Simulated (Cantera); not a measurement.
An isothermal, constant-pressure homogeneous reactor starts with H₂ : O₂ = 0.059 : 1 (molar parts), at 975 K and 630 Pa.

Detailed kinetics in Cantera: GRI-Mech 3.0 (53 species, 325 reactions). Radical loss at walls, strong at low pressure, is not modelled. The temperature is held fixed by assumption; the heat of reaction is taken as removed at once.

One state of this run: x H₂ = 5.27e-5; x O₂ = 0.941; x HO₂ = 1.56e-6; x H₂O = 0.0570; x O = 0.00110; x OH = 0.000306. x: mole fraction; the columns are a selection and need not sum to one.

Problem. Which value of t (s) does it belong to?
A) 1.48
B) 0.314
C) 7.00
D) 0.000632

Solution. B, 0.314
